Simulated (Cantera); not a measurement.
Charge: 1 mol Cu₂O, 3.3 mol H₂, held at 1675 K and 140 Pa.

Equilibrium computed with Cantera from the NASA thermochemical tables; the gas is ideal and each condensed phase is pure. Candidate condensed phases: Cu, CuO, Cu(OH)₂, Cu₂O, H₂O; 12 gas species. Equilibrium is a limit: real reactors are often held back by kinetics, nucleation or transport.

**Question.** What is the equilibrium state?

**Answer.** 
```
Quantity       Result
----------  ---------
x(H₂)           0.638
x(H₂O)          0.278
x(Cu)          0.0815
x(H)          0.00248
x(Cu₂)        8.71e-5
x(OH)         5.22e-5
n(Cu(l))     1.71 mol
gas amount  3.598 mol
```
